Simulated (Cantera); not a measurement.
A Cantera script and what it prints.

```python
import numpy as np
import cantera as ct

gas_names = """
    N VO2 NO2 N2O
""".split()
cond_names = """
    V(cr) V(L) VN(s) V2O3(s) V2O3(L)
""".split()


def load(file, names, dense=False):
    # The tables refer to 1 bar. Condensed volumes are neglected.
    table = {s.name: s for s in ct.Species.list_from_file(file)}
    out = []
    for n in names:
        d = dict(table[n].input_data)
        d["thermo"] = dict(d["thermo"], **{"reference-pressure": 1e5})
        if dense:
            d["equation-of-state"] = {"model": "constant-volume", "density": "1e6 g/cm^3"}
        out.append(ct.Species.from_dict(d))
    return out


species = {s.name: s for s in load("nasa_gas.yaml", gas_names) + load("nasa_condensed.yaml", cond_names)}
# Each term lists the table entries of one substance; the one whose range holds T is used.
reactions = {
    'N(g) + VO2(g) = V + NO2(g)':
        [(-1, ['N']), (-1, ['VO2']), (1, ['V(cr)', 'V(L)']), (1, ['NO2'])],
    '2 VN + 3 N2O(g) = 8 N(g) + V2O3':
        [(-2, ['VN(s)']), (-3, ['N2O']), (8, ['N']), (1, ['V2O3(s)', 'V2O3(L)'])],
}


def pick(names, T):
    return next(species[n] for n in names if species[n].thermo.min_temp <= T <= species[n].thermo.max_temp)


results = []
for label, terms in reactions.items():
    print(label)
    print("     T/K   dH/kJ  dS/(J/K)   dG/kJ   log10 K")
    for T in [1523, 1548, 1573, 1598, 1623, 1648, 1673, 1698]:
        used = [(nu, pick(names, T)) for nu, names in terms]
        dH = sum(nu * s.thermo.h(T) for nu, s in used) / 1e6
        dS = sum(nu * s.thermo.s(T) for nu, s in used) / 1e3
        dG = dH - T * dS / 1e3
        logK = -dG * 1e6 / (ct.gas_constant * T * np.log(10))
        results.append((label, T, dH, dS, dG, logK, [s.name for _, s in used]))
        print(f"{T:8g} {dH:8.1f} {dS:8.1f} {dG:8.1f} {logK:8.2f}")
```

Result:

```
N(g) + VO2(g) = V + NO2(g)
     T/K   dH/kJ  dS/(J/K)   dG/kJ   log10 K
    1523   -199.4   -144.4     20.5    -0.70
    1548   -199.1   -144.2     24.1    -0.81
    1573   -198.8   -144.0     27.7    -0.92
    1598   -198.4   -143.8     31.3    -1.02
    1623   -198.0   -143.5     34.9    -1.12
    1648   -197.6   -143.3     38.5    -1.22
    1673   -197.3   -143.1     42.1    -1.31
    1698   -196.9   -142.8     45.7    -1.41
2 VN + 3 N2O(g) = 8 N(g) + V2O3
     T/K   dH/kJ  dS/(J/K)   dG/kJ   log10 K
    1523   2801.8    668.8   1783.2   -61.16
    1548   2802.4    669.2   1766.5   -59.61
    1573   2803.0    669.6   1749.8   -58.10
    1598   2803.6    669.9   1733.0   -56.65
    1623   2804.2    670.3   1716.3   -55.23
    1648   2804.8    670.7   1699.5   -53.87
    1673   2805.4    671.0   1682.7   -52.54
    1698   2805.9    671.4   1665.9   -51.25
```

Cantera with NASA thermochemical tables; ideal gases at 1 bar, condensed phases pure. VN: taken at fixed stoichiometry. Condensed species are held in their standard states even where they would react or evaporate.
